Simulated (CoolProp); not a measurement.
Saturated liquid density (kg/m³) of C2F6 (R116): the reference equation beside estimates from Tc = 19.9 °C, pc = 3048 kPa, ω = 0.257.

Model: reference Helmholtz-energy equation of state, Lemmon 2006, in CoolProp. It is a short technical equation, of lower accuracy than the large ones.

```tsv
T (°C)	reference	van der Waals	Redlich-Kwong	Peng-Robinson
-92.45	1667	1052	1545	___
-82.35	1624	___	1499	1756
-72.25	1579	997.6	1450	1706
-62.15	___	967.8	1397	1651
-52.05	1482	935.9	1340	1590
-42.05	1430	901.8	1279	1522
-31.95	1372	864.1	1211	1445
-21.85	___	822.3	1136	1357
-11.75	___	774.9	___	1254
-1.65	1150	719.0	951.3	1129
```

Question: What belongs in the gaps?

Answer: 
- -92.45, Peng-Robinson: 1802
- -82.35, van der Waals: 1026
- -62.15, reference: 1532
- -21.85, reference: 1308
- -11.75, reference: 1236
- -11.75, Redlich-Kwong: 1051

Absolute difference from the reference over all 10 rows, mean and median: van der Waals 37.0 and 36.9 %, Redlich-Kwong 10.9 and 10.1 %, Peng-Robinson 5.8 and 6.9 %.
